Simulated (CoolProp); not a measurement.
A simple Rankine cycle with tetrahydrofuran: condensing at 324.15 K, boiler at 1.21 MPa, turbine inlet 444.4 K, turbine efficiency 0.7, pump efficiency 0.7, no recuperator. Each further row changes one setting.

The numbers come from the reference Helmholtz-energy equation of state, Fiedler 2023 in CoolProp.

| case | thermal efficiency (%) | net work (kJ/kg) | heat in (kJ/kg) | turbine exit temperature (K) | volume ratio over the turbine |
|---|---|---|---|---|---|
| as stated | 15.1 | 86.0 | 570 | 369.1 | 19.6 |
| turbine inlet 464.4 K | 15.1 | 91.8 | 607 | 391.0 | 19.3 |
| condensing temperature 316.15 K | 16.0 | 93.9 | 585 | 362.9 | 26.1 |
| boiler pressure 0.847 MPa | 13.7 | 79.4 | 580 | 381.0 | 13.3 |
| turbine efficiency 0.6 | 12.9 | 73.4 | 570 | 378.1 | 20.1 |
